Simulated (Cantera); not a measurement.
Cantera run:

```python
import numpy as np
import cantera as ct

gas_names = """
    H2O H
""".split()
cond_names = """
    Ti(a) Ti(b) Ti(L) Ti3O5(a) Ti3O5(b) Ti3O5(L)
""".split()


# ... load() reads the species with a 1 bar reference pressure and builds the phases ...
species = {s.name: s for s in load("nasa_gas.yaml", gas_names) + load("nasa_condensed.yaml", cond_names)}
# Each term lists the table entries of one substance; the one whose range holds T is used.
reactions = {
    '5 H2O(g) + 3 Ti = Ti3O5 + 10 H(g)':
        [(-5, ['H2O']), (-3, ['Ti(a)', 'Ti(b)', 'Ti(L)']), (1, ['Ti3O5(a)', 'Ti3O5(b)', 'Ti3O5(L)']), (10, ['H'])],
}


def pick(names, T):
    return next(species[n] for n in names if species[n].thermo.min_temp <= T <= species[n].thermo.max_temp)


results = []
for label, terms in reactions.items():
    print(label)
    print("     T/K   dH/kJ  dS/(J/K)   dG/kJ   log10 K")
    for T in [725, 825, 925, 1025, 1125]:
        used = [(nu, pick(names, T)) for nu, names in terms]
        dH = sum(nu * s.thermo.h(T) for nu, s in used) / 1e6
        dS = sum(nu * s.thermo.s(T) for nu, s in used) / 1e3
        dG = dH - T * dS / 1e3
        logK = -dG * 1e6 / (ct.gas_constant * T * np.log(10))
        results.append((label, T, dH, dS, dG, logK, [s.name for _, s in used]))
        print(f"{T:8g} {dH:8.1f} {dS:8.1f} {dG:8.1f} {logK:8.2f}")
```

It prints:

```
5 H2O(g) + 3 Ti = Ti3O5 + 10 H(g)
     T/K   dH/kJ  dS/(J/K)   dG/kJ   log10 K
     725    999.5    387.2    718.8   -51.79
     825   1011.9    403.2    679.2   -43.01
     925   1023.8    416.8    638.2   -36.04
    1025   1035.2    428.5    595.9   -30.37
    1125   1044.9    437.6    552.6   -25.66
```

Cantera with NASA thermochemical tables; ideal gases at 1 bar, condensed phases pure. Condensed species are held in their standard states even where they would react or evaporate.
